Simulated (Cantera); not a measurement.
**Adiabatic ignition**

An adiabatic, constant-volume homogeneous reactor starts with 11.8 % CH4, 8.02 % O2, 80.2 % N2, equivalence ratio 2.9, at 1500 K and 5.33 atm.

Cantera simulation using GRI-Mech 3.0 (53 species, 325 reactions); the numbers are that mechanism's predictions, not measurements.

```json
[
 {"t (s)": "1.00e-5", "T (K)": "1500", "P (bar)": "5.40", "x CH4": "0.118", "x O2": "0.0802", "x C2H4": "2.09e-9", "x HCO": "5.17e-12", "x NO": "<1e-12", "x HCN": "<1e-12"},
 {"t (s)": "3.88e-5", "T (K)": "1500", "P (bar)": "5.40", "x CH4": "0.118", "x O2": "0.0802", "x C2H4": "2.40e-7", "x HCO": "2.07e-10", "x NO": "<1e-12", "x HCN": "<1e-12"},
 {"t (s)": "0.000151", "T (K)": "1501", "P (bar)": "5.40", "x CH4": "0.118", "x O2": "0.0800", "x C2H4": "9.19e-6", "x HCO": "4.09e-9", "x NO": "<1e-12", "x HCN": "<1e-12"},
 {"t (s)": "0.000585", "T (K)": "1514", "P (bar)": "5.45", "x CH4": "0.114", "x O2": "0.0784", "x C2H4": "0.000196", "x HCO": "5.10e-8", "x NO": "4.05e-12", "x HCN": "<1e-12"},
 {"t (s)": "0.00227", "T (K)": "2030", "P (bar)": "8.08", "x CH4": "0.00432", "x O2": "3.37e-9", "x C2H4": "0.000111", "x HCO": "4.97e-8", "x NO": "6.77e-7", "x HCN": "1.24e-5"},
 {"t (s)": "0.00881", "T (K)": "2015", "P (bar)": "8.20", "x CH4": "0.00267", "x O2": "1.23e-9", "x C2H4": "6.70e-5", "x HCO": "5.68e-8", "x NO": "1.06e-6", "x HCN": "1.84e-5"},
 {"t (s)": "0.0342", "T (K)": "2001", "P (bar)": "8.28", "x CH4": "0.00109", "x O2": "4.91e-10", "x C2H4": "1.63e-5", "x HCO": "6.47e-8", "x NO": "1.08e-6", "x HCN": "1.92e-5"},
 {"t (s)": "0.133", "T (K)": "1993", "P (bar)": "8.29", "x CH4": "5.82e-5", "x O2": "3.34e-10", "x C2H4": "1.04e-7", "x HCO": "6.58e-8", "x NO": "1.16e-6", "x HCN": "1.47e-5"},
 {"t (s)": "0.515", "T (K)": "1993", "P (bar)": "8.29", "x CH4": "4.86e-8", "x O2": "3.31e-10", "x C2H4": "<1e-12", "x HCO": "6.58e-8", "x NO": "1.08e-6", "x HCN": "1.26e-5"},
 {"t (s)": "2.00", "T (K)": "1993", "P (bar)": "8.29", "x CH4": "4.78e-8", "x O2": "3.31e-10", "x C2H4": "<1e-12", "x HCO": "6.58e-8", "x NO": "7.96e-7", "x HCN": "9.27e-6"}
]
```
x: mole fraction; the columns are a selection and need not sum to one.

* **time of steepest temperature rise**: 1.28 ms
* **temperature at 2.00 s**: 1993 K
* **equilibrium temperature**: 1993 K
* **x(CH4) at 2.00 s**: 4.78e-8 (gas-phase equilibrium 5.32e-8)
* **x(O2) at 2.00 s**: 3.31e-10 (gas-phase equilibrium 3.31e-10)
* **x(C2H4) at 2.00 s**: <1e-12 (gas-phase equilibrium <1e-12)
